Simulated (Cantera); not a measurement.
**Premixed flame**

A freely propagating, adiabatic, planar premixed flame of CH₃OH : O₂ : N₂ : H₂O = 1 : 1.58 : 5.94 : 2.4 (molar parts), unburnt at 398 K and 4.90 bar; multicomponent transport, grid criteria slope 0.08 and curve 0.16, no radiation.

Cantera simulation using GRI-Mech 3.0 (53 species, 325 reactions); the numbers are that mechanism's predictions, not measurements. GRI-Mech 3.0 was tuned for natural gas; its chemistry of methanol as a main component is partial and can be far from experiment. Burning velocities carry a grid error of a few per cent, more on coarse grids.

| z (mm) | T (K) | u (m/s) | x CH₃OH | x O₂ | x H₂O | x CO | x HO₂ | x C₂H |
|---|---|---|---|---|---|---|---|---|
| -0.733 | 398 | 0.152 | 0.0915 | 0.145 | 0.220 | 8.38e-6 | 2.35e-8 | <1e-8 |
| -0.489 | 402 | 0.154 | 0.0913 | 0.144 | 0.220 | 7.87e-5 | 2.23e-7 | <1e-8 |
| -0.366 | 419 | 0.161 | 0.0908 | 0.143 | 0.222 | 0.000395 | 1.20e-6 | <1e-8 |
| -0.244 | 515 | 0.199 | 0.0867 | 0.135 | 0.233 | 0.00240 | 9.61e-6 | <1e-8 |
| -0.122 | 877 | 0.346 | 0.0627 | 0.105 | 0.274 | 0.0117 | 9.30e-5 | <1e-8 |
| -0.0611 | 1194 | 0.479 | 0.0335 | 0.0747 | 0.312 | 0.0216 | 0.000387 | <1e-8 |
| 0 | 1551 | 0.631 | 0.00196 | 0.0388 | 0.354 | 0.0302 | 0.000435 | <1e-8 |
| 0.0611 | 1729 | 0.697 | 3.81e-7 | 0.0207 | 0.369 | 0.0153 | 4.01e-5 | <1e-8 |
| 0.122 | 1803 | 0.724 | <1e-8 | 0.0146 | 0.374 | 0.00765 | 1.82e-5 | <1e-8 |
| 0.244 | 1860 | 0.744 | <1e-8 | 0.0107 | 0.379 | 0.00326 | 6.77e-6 | <1e-8 |
| 0.489 | 1890 | 0.755 | <1e-8 | 0.00860 | 0.382 | 0.00141 | 2.30e-6 | <1e-8 |
| 0.977 | 1905 | 0.760 | <1e-8 | 0.00772 | 0.384 | 0.000604 | 8.69e-7 | <1e-8 |
| 1.95 | 1909 | 0.762 | <1e-8 | 0.00745 | 0.384 | 0.000329 | 5.18e-7 | <1e-8 |
x: mole fraction of selected species; z is measured from the peak of heat release.

The laminar burning velocity is 15.2 cm/s. The thermal thickness comes out as 0.244 mm and the peak x(CO) is 0.0305. The peak x(HO₂) comes out as 0.000758, the peak x(C₂H) comes out as <1e-8 and the grid points comes out as 126.
